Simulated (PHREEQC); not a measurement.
A solution holds 0.0016 mol LiOH, 0.002 mol NH4HF2 and 0.00025 mol CsOH per kg of water, at 76 °C. Closed to the air; pH follows from the charge balance.

All values are PHREEQC results (ion-association model, wateq4f.dat), not measurements.

No solid was allowed to form.

### Question
Predict the pH.

### Answer
pH 5.02.

### Question
In which forms is F present?

### Answer
F- 96 %, HF 3.5 % of the F.

Away from 25 °C the constants follow the database's enthalpies or fits; those with neither stay at their 25 °C values.
